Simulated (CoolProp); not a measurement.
Properties of trans-2-butene along the isobar 337 kPa.

The numbers come from the reference Helmholtz-energy equation of state, Lemmon 2005 in CoolProp. It is a short technical equation, of lower accuracy than the large ones.

```tsv
T (°C)	phase	cv (kJ/(kg K))	isothermal compressibility (1/MPa)	fugacity coefficient
53.75	gas	?	3.237	0.9284
70.25	gas	1.621	3.184	0.9395
86.75	gas	1.673	3.146	0.9484
103.25	gas	?	3.118	0.9556
119.75	gas	1.784	3.095	0.9614
136.25	gas	1.840	?	0.9663
152.75	gas	1.897	3.062	0.9704
169.25	gas	1.953	?	0.9739
185.85	gas	2.009	3.040	0.9769
202.35	gas	2.063	3.031	0.9795
218.85	gas	?	3.024	0.9817
235.35	gas	?	3.018	0.9836
251.85	gas	2.223	3.012	0.9853
```

Question: Fill in the missing entries.

Answer: 
- 53.75, cv (kJ/(kg K)): 1.574
- 103.25, cv (kJ/(kg K)): 1.728
- 136.25, isothermal compressibility (1/MPa): 3.077
- 169.25, isothermal compressibility (1/MPa): 3.050
- 218.85, cv (kJ/(kg K)): 2.117
- 235.35, cv (kJ/(kg K)): 2.171
